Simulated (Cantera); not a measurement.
A closed system holds: 1 mol SiCl4, 5.8 mol HCl, 2.3 mol H2, 2.5 mol Cl2, at 902 °C and 0.180 bar.

Method: chemical equilibrium by Gibbs-energy minimisation in Cantera with the NASA 1993 tables (ideal gas, pure condensed phases). Candidate condensed phases: Si; 19 gas species. Kinetics and transport are ignored.

Base state: HCl 0.896, SiCl4 0.0862, Cl2 0.0167, Cl 0.00110 (mole fractions); condensed: gas only.

Problem. What changes in the equilibrium state with this change: Cl2 from 2.5 to 1.7 mol?

Solution. 
| species | before | after |
|---|---|---|
| HCl | 0.896 | 0.852 |
| SiCl4 | 0.0862 | 0.0923 |
| H2 | 4.21e-8 | 0.0553 |
| Cl2 | 0.0167 | 1.15e-8 |
| SiHCl3 | <1e-9 | 0.000141 |
| SiCl3 | 1.29e-7 | 0.000166 |
The tables' values for SiCl3 are old estimates; treat these amounts as uncertain.
